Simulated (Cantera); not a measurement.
What does this Cantera script print?

```python
import numpy as np
import cantera as ct

gas = ct.Solution("gri30.yaml")
gas.TPX = 1298, 101325, {'CO': 0.022, 'O2': 0.002, 'H2O': 0.013, 'N2': 1}
reactor = ct.IdealGasConstPressureReactor(gas, energy="off", clone=False)
net = ct.ReactorNet([reactor])
net.rtol, net.atol = 1e-08, 1e-18
show = ['CO', 'O2', 'H2O', 'H2', 'H2O2']
times = np.geomspace(0.0009, 3, 14)

steps = ct.SolutionArray(gas, extra=["t"])
rows = []
print(f"{'t/s':>10s}{'T/K':>9s}{'P/Pa':>11s}" + "".join(f"{s:>11s}" for s in show))
for t in times:
    while net.time < t:
        t_next = net.step()
        steps.append(gas.state, t=t_next)
    rows.append([np.interp(t, steps.t, y) for y in (steps.T, steps.P, *steps(*show).X.T)])
    print(f"{t:10.3e}{rows[-1][0]:9.1f}{rows[-1][1]:11.4g}" + "".join(f"{x:11.3e}" for x in rows[-1][2:]))
rate = np.gradient(steps.T, steps.t)
print("integrator steps:", len(steps.t))
if steps.T.max() > steps.T[0] + 200:
    print(f"time of steepest temperature rise: {steps.t[rate.argmax()]:.4e} s")
gas.TPX = 1298, 101325, {'CO': 0.022, 'O2': 0.002, 'H2O': 0.013, 'N2': 1}
gas.equilibrate("TP")
print(f"equilibrium (TP): T = {gas.T:.1f} K  " + "  ".join(f"{s} {gas[s].X[0]:.3e}" for s in show))
```

Output:

```
       t/s      T/K       P/Pa         CO         O2        H2O         H2       H2O2
 9.000e-04   1298.0  1.013e+05  2.121e-02  1.929e-03  1.254e-02  3.198e-08  2.289e-12
 1.680e-03   1298.0  1.013e+05  2.121e-02  1.928e-03  1.253e-02  7.624e-07  5.327e-11
 3.135e-03   1298.0  1.013e+05  2.070e-02  1.740e-03  1.230e-02  1.550e-04  9.016e-09
 5.851e-03   1298.0  1.013e+05  1.356e-02  2.604e-05  8.630e-03  3.249e-03  6.691e-09
 1.092e-02   1298.0  1.013e+05  1.241e-02  8.905e-07  7.567e-03  4.732e-03  9.644e-10
 2.038e-02   1298.0  1.013e+05  1.217e-02  1.428e-07  7.331e-03  5.110e-03  2.549e-10
 3.804e-02   1298.0  1.013e+05  1.209e-02  3.188e-08  7.252e-03  5.250e-03  7.370e-11
 7.099e-02   1298.0  1.013e+05  1.205e-02  8.065e-09  7.222e-03  5.309e-03  2.144e-11
 1.325e-01   1298.0  1.013e+05  1.204e-02  2.155e-09  7.209e-03  5.335e-03  6.174e-12
 2.473e-01   1298.0  1.013e+05  1.204e-02  5.890e-10  7.205e-03  5.347e-03  1.755e-12
 4.615e-01   1298.0  1.013e+05  1.203e-02  1.623e-10  7.203e-03  5.353e-03  4.935e-13
 8.613e-01   1298.0  1.013e+05  1.203e-02  4.496e-11  7.203e-03  5.355e-03  1.385e-13
 1.607e+00   1298.0  1.013e+05  1.203e-02  1.265e-11  7.202e-03  5.356e-03  3.945e-14
 3.000e+00   1298.0  1.013e+05  1.203e-02  3.660e-12  7.203e-03  5.357e-03  1.158e-14
integrator steps: 1786
equilibrium (TP): T = 1298.0 K  CO 1.203e-02  O2 1.268e-14  H2O 7.203e-03  H2 5.357e-03  H2O2 4.410e-17
```

Cantera simulation using GRI-Mech 3.0 (53 species, 325 reactions); the numbers are that mechanism's predictions, not measurements.
